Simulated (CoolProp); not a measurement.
Methanol at several states: fugacity coefficient from the reference equation and from simpler models built on Tc = 513.4 K, pc = 8216 kPa, ω = 0.565; each cubic takes its own stable root.

Model: reference Helmholtz-energy equation of state, de Reuck 1993, in CoolProp.

| T (K) | p (kPa) | phase | reference |
|---|---|---|---|
| 293.9 | 26800 | liquid | 0.0007735 |
| 462 | 48.8 | gas | 0.9970 |
| 340 | 37700 | liquid | 0.004939 |
| 250.4 | 1690 | liquid | 0.0005081 |
| 242.7 | 126 | liquid | 0.003606 |
| 408.6 | 19500 | liquid | 0.05654 |

Q: How far does each simpler model (van der Waals, Redlich-Kwong, Peng-Robinson) lie from the reference over these 6 states: mean and median of the absolute difference, and the worst?

A: 
- van der Waals: mean 9545.1 %, median 3642.4 %, worst +26941.0 % at 242.7 K and 126 kPa
- Redlich-Kwong: mean 744.1 %, median 578.3 %, worst +1713.6 % at 242.7 K and 126 kPa
- Peng-Robinson: mean 14.7 %, median 10.7 %, worst -34.2 % at 242.7 K and 126 kPa

At some of these states van der Waals gives the other phase, because its saturation line lies elsewhere.
